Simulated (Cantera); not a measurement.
## Thermodynamics of titanium nitride, carbide and oxide coatings, feed Ti(OiPr)4 + O2

Feed: 1 mol Ti(OiPr)4, 0.17 mol O2, held at 1175 K and 0.680 bar.

Equilibrium computed with Cantera from the NASA thermochemical tables; the gas is ideal and each condensed phase is pure. Candidate condensed phases: C, C6H6, C7H8, C8H18, H2O, Ti, TiC, TiO, TiO2, Ti2O3, Ti3O5, Ti4O7; 113 gas species. The feed counts by its element totals alone. The numbers say what is thermodynamically allowed, not how fast it happens.

```
Quantity                                Result
-----------------------------------  ---------
x(H2)                                    0.846
x(CO)                                    0.141
x(CH4)                                 0.00932
x(H2O)                                 0.00282
x(CO2)                                0.000368
n(C(graphite))                        9.56 mol
n(TiO2(rutile))                       1.00 mol
gas amount                           16.14 mol
log10 activity of Ti4O7(s) (absent)      -0.62
log10 activity of Ti3O5(s) (absent)      -0.82
log10 activity of Ti2O3(s) (absent)      -1.25
```
